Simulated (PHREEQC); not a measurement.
Consider water at 79 °C with 0.0068 mol/kgw HF, 0.057 mol/kgw NaF, 3.4e-05 mol/kgw H2SiF6 and 0.087 mol/kgw H2SO4. Closed to the air; pH follows from the charge balance.

The numbers come from PHREEQC with the ion-association model, phreeqc.dat.

```
quantity                    before     after
------------------------  --------  --------
pH                            1.45      2.22
ionic strength (mol/kgw)     0.113    0.0158
HSO4- (mol/kgw)             0.0732   0.00524
SO4-2 (mol/kgw)             0.0123   0.00339
NaSO4- (mol/kgw)           0.00146   7.38e-5
F- (mol/kgw)              0.000568  0.000272
SI of Quartz (SiO2)          -3.93     -2.16
```

Problem. What was changed between the two runs?
A. HF from 0.0068 to 0.00136 mol/kgw
B. temperature from 79 to 70 °C
C. diluted 10-fold with water
D. temperature from 79 to 75 °C

Solution. C, diluted 10-fold with water

This is a speciation only: nothing precipitates in the calculation. At this temperature some constants are extrapolated from 25 °C, and those without enthalpy data are left unchanged. SiF6-2 is the database's only silicon fluoride.
